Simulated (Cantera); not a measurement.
A Cantera script and what it prints.

```python
import numpy as np
import cantera as ct

gas_names = """
    Cu CuO Cu2 N NO NO2 NO3 N2 N2O O O2 O3
""".split()
cond_names = """
    Cu(cr) Cu(L) CuO(s) Cu2O(s) Cu2O(L)
""".split()


# ... load() reads the species with a 1 bar reference pressure and builds the phases ...
atoms = {
    'Cu': {'Cu': 1},
    'O2': {'O': 2},
    'N2': {'N': 2},
}
top_T = {'CuO(s)': 1390}  # K; cautious upper limits of use, not melting points


# ... equilibrate(T, P, feed) seeds the gas with the atoms and calls Mixture.equilibrate('TP', solver="vcs", rtol=1e-11, max_steps=5000) ...
results = []
feed = {'Cu': 1, 'O2': 0.0037, 'N2': 1}  # mol
T = 1823  # K
for P in [10, 41, 160, 670, 2700, 11000, 45000, 180000, 740000, 3000000]:
    mix = equilibrate(T, P, feed)
    results.append((T, P, feed, dict(zip(mix.species_names, mix.species_moles))))
    x = sorted(zip(gas.X, gas.species_names), reverse=True)
    print(f"T = {T:g} K  P = {P:g} Pa  gas = {mix.phase_moles(0):.4g} mol")
    print("   x: " + "  ".join(f"{s} {v:.3e}" for v, s in x if v > 1e-05))
    print("   condensed (mol): " + ("  ".join(f"{mix.phase(i).name} {mix.phase_moles(i):.4g}"
          for i in range(1, mix.n_phases) if mix.phase_moles(i) > 1e-12) or "none"))
```

Result:

```
T = 1823 K  P = 10 Pa  gas = 2.004 mol
   x: N2 4.988e-01  Cu 4.988e-01  O2 1.405e-03  O 5.655e-04  NO 2.922e-04  Cu2 7.474e-05  CuO 2.409e-05
   condensed (mol): none
T = 1823 K  P = 41 Pa  gas = 2.003 mol
   x: N2 4.990e-01  Cu 4.985e-01  O2 1.524e-03  Cu2 3.061e-04  NO 3.043e-04  O 2.908e-04  CuO 5.077e-05
   condensed (mol): none
T = 1823 K  P = 160 Pa  gas = 1.796 mol
   x: N2 5.567e-01  Cu 4.400e-01  O2 1.761e-03  Cu2 9.304e-04  NO 3.456e-04  O 1.583e-04  CuO 9.516e-05
   condensed (mol): Cu(L) 0.2065
T = 1823 K  P = 670 Pa  gas = 1.122 mol
   x: N2 8.910e-01  Cu 1.051e-01  O2 2.936e-03  NO 5.645e-04  Cu2 2.222e-04  O 9.986e-05  CuO 6.004e-05
   condensed (mol): Cu(L) 0.8816
T = 1823 K  P = 2700 Pa  gas = 1.031 mol
   x: N2 9.699e-01  Cu 2.607e-02  O2 3.239e-03  NO 6.186e-04  Cu2 5.513e-05  O 5.225e-05  CuO 3.142e-05
   condensed (mol): Cu(L) 0.973
T = 1823 K  P = 11000 Pa  gas = 1.01 mol
   x: N2 9.896e-01  Cu 6.400e-03  O2 3.325e-03  NO 6.331e-04  O 2.623e-05  CuO 1.577e-05  Cu2 1.353e-05
   condensed (mol): Cu(L) 0.9935
T = 1823 K  P = 45000 Pa  gas = 1.005 mol
   x: N2 9.944e-01  O2 3.351e-03  Cu 1.564e-03  NO 6.371e-04  O 1.302e-05
   condensed (mol): Cu(L) 0.9984
T = 1823 K  P = 180000 Pa  gas = 1.003 mol
   x: N2 9.971e-01  O2 2.045e-03  NO 4.984e-04  Cu 3.911e-04
   condensed (mol): Cu(L) 0.994  Cu2O(L) 0.00279
T = 1823 K  P = 740000 Pa  gas = 1.001 mol
   x: N2 9.992e-01  O2 4.975e-04  NO 2.461e-04  Cu 9.513e-05
   condensed (mol): Cu(L) 0.9876  Cu2O(L) 0.006156
T = 1823 K  P = 3e+06 Pa  gas = 1 mol
   x: N2 9.997e-01  O2 1.227e-04  NO 1.222e-04  Cu 2.347e-05
   condensed (mol): Cu(L) 0.9859  Cu2O(L) 0.007032
```

Cantera equilibrium calculation (NASA polynomials, part measured and part estimated; ideal gas, pure solids and liquids). Each liquid is taken as pure. Mutual solubility and eutectic melting of coexisting phases are not modelled.
